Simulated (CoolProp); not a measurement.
A closed Brayton cycle with carbon dioxide: compressor inlet 320.15 K and 9.6 MPa, high pressure 17.9 MPa, turbine inlet 960 K, compressor efficiency 0.8, turbine efficiency 0.9, recuperator effectiveness 0.8 (on enthalpy, no pinch check). Each further row changes one setting.

The numbers come from the reference Helmholtz-energy equation of state, Span 1996 in CoolProp.

```
case                           thermal efficiency (%)  net work (kJ/kg)  compressor to turbine work  compressor exit (K)  turbine exit (K)
-----------------------------  ----------------------  ----------------  --------------------------  -------------------  ----------------
as stated                                        25.0              76.4                        0.23                358.4             876.5
turbine inlet 910 K                              24.5              70.9                        0.24                358.4             829.4
compressor inlet 330.15 K                        24.7              69.3                        0.30                379.5             876.5
high pressure 15.2 MPa                           20.8              58.0                        0.22                348.2             898.0
recuperator effectiveness 0.5                    15.5              76.4                        0.23                358.4             876.5
```
